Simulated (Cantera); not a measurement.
Mixture: CH4 : O2 : N2 : CO2 = 1 : 2.2 : 8.26 : 1.5 (molar parts), equivalence ratio 0.91, at 1.60 bar, adiabatic and at constant volume. Ignition delay is the time to a rise of 400 K.

Model: GRI-Mech 3.0 (53 species, 325 reactions), integrated in Cantera.

Task: Predict: delay at 1275 K; delay at 1425 K; delay at 1575 K; delay at 1725 K; apparent activation energy between 1650 and 1800 K.

Result: 
| Property | Result |
|---|---|
| delay at 1275 K | 12.3 ms |
| delay at 1425 K | 2.03 ms |
| delay at 1575 K | 0.441 ms |
| delay at 1725 K | 0.130 ms |
| apparent activation energy between 1650 and 1800 K | 180 kJ/mol |
